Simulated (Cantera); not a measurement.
Input: 1 mol SiHCl3, 18 mol H2, at 79000 Pa.

Cantera equilibrium calculation (NASA polynomials, part measured and part estimated; ideal gas, pure solids and liquids). Candidate condensed phases: Si; 19 gas species. Gases not in the tables: Si2H6 and higher silanes. The numbers say what is thermodynamically allowed, not how fast it happens.

Which condensed phases are stable at each of these points (T (K)): 1623, 1648, 1673, 1698, 1723, 1748, 1773?


```tsv
T (K)	condensed phases	Si condensed (%)
1623	Si(s)	37.2
1648	Si(s)	37.0
1673	Si(s)	36.7
1698	Si(l)	36.8
1723	Si(l)	37.8
1748	Si(l)	38.8
1773	Si(l)	39.7
```

From 1623 K to 1673 K the condensed part is Si(s). From 1698 K to 1773 K the condensed part is Si(l).
